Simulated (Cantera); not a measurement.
Feed: 1 mol PbO, a varied amount of O2, 0.22 mol N2, equilibrated at 1202 °C and 101000 Pa.

Cantera equilibrium calculation (NASA polynomials, part measured and part estimated; ideal gas, pure solids and liquids). Candidate condensed phases: Pb, PbO, PbO2, Pb3O4; 12 gas species. Gases not in the tables: (PbO)n polymers. Kinetics and transport are ignored.

x: gas mole fraction; n: condensed amount in mol.

| n(O2) (mol) | x N2 | x O2 | x PbO | x NO | n PbO(l) |
|---|---|---|---|---|---|
| 0.024 | 0.895 | 0.0974 | 0.00630 | … | 0.998 |
| 0.034 | 0.860 | 0.133 | 0.00630 | … | 0.998 |
| 0.05 | 0.809 | 0.184 | 0.00630 | … | 0.998 |
| 0.073 | 0.745 | 0.247 | 0.00630 | … | 0.998 |
| 0.11 | 0.662 | 0.331 | 0.00630 | 0.00124 | 0.998 |
| 0.15 | 0.590 | 0.402 | 0.00630 | 0.00129 | 0.998 |
| 0.22 | 0.496 | 0.496 | 0.00630 | 0.00132 | 0.997 |
| 0.32 | 0.404 | 0.588 | 0.00630 | 0.00130 | 0.997 |
| 0.47 | 0.316 | 0.676 | 0.00630 | 0.00123 | 0.996 |
| 0.68 | 0.242 | 0.750 | 0.00630 | … | 0.994 |
| 0.99 | 0.180 | 0.812 | 0.00630 | … | 0.992 |
| 1.4 | 0.134 | 0.858 | 0.00630 | … | 0.990 |

Complete the blanks.


- 0.024, x NO: 0.000784
- 0.034, x NO: 0.000897
- 0.05, x NO: 0.00102
- 0.073, x NO: 0.00114
- 0.68, x NO: 0.00113
- 0.99, x NO: 0.00102
- 1.4, x NO: 0.000902
